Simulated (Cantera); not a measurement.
Input: 1 mol B2O3, 1 mol Cl2, 8.3 mol H2, 8.5 mol HCl, equilibrated at 0.0133 bar.

These are equilibrium values from Cantera (NASA tables, ideal gas, pure condensed phases), not measurements of a reactor. Candidate condensed phases: B, B2O3, B3O3H3, H2O; 33 gas species. Gases not in the tables: BHCl2. Rates play no part.

Q: What share of the B ends up in condensed phases as a function of T (K), at 823, 898, 973, 1048, 1123, 1198, 1273, 1348, 1423?

A: 
```csv
T (K),B condensed (%),as
823,100.0,B2O3(l)
898,100.0,B2O3(l)
973,99.9,B2O3(l)
1048,99.9,B2O3(l)
1123,99.8,B2O3(l)
1198,99.7,B2O3(l)
1273,99.3,B2O3(l)
1348,98.2,B2O3(l)
1423,95.3,B2O3(l)
```
